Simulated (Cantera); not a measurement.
A perfectly stirred reactor is fed with 5.27 % CH4, 19.9 % O2, 74.9 % N2, at 0.350 bar; it is adiabatic with a 325 K inlet, and is followed from long to short residence time, starting on the burning branch (τ in s: 0.092, 0.04, 0.017, 0.0074, 0.0032, 0.0014, 0.00059, 0.00025, 0.00011, 4.7e-05).

Model: GRI-Mech 3.0 (53 species, 325 reactions), integrated in Cantera.

x: mole fraction; the columns are a selection and need not sum to one.

```csv
τ (s),T (K),x CH4,x O2,x C2H2,x H2,x H2O2
0.092,1544,3.09e-5,0.0933,5.35e-10,0.000209,1.31e-7
0.040,1535,5.25e-5,0.0934,6.89e-10,0.000353,1.85e-7
0.017,1519,9.21e-5,0.0938,9.37e-10,0.000592,2.64e-7
0.0074,1496,0.000166,0.0945,[?],0.000950,3.78e-7
0.0032,1456,0.000330,0.0962,[?],0.00148,5.60e-7
0.0014,1388,0.000843,0.100,[?],0.00231,9.00e-7
0.00059,325,0.0527,0.199,<1e-12,<1e-12,<1e-12
0.00025,325,0.0527,0.199,<1e-12,<1e-12,<1e-12
0.00011,325,0.0527,0.199,<1e-12,<1e-12,<1e-12
4.7e-5,325,0.0527,0.199,<1e-12,<1e-12,<1e-12
```

Q: Complete the blanks.

A: 
- 0.0074, x C2H2: 1.46e-9
- 0.0032, x C2H2: 3.02e-9
- 0.0014, x C2H2: 1.14e-8
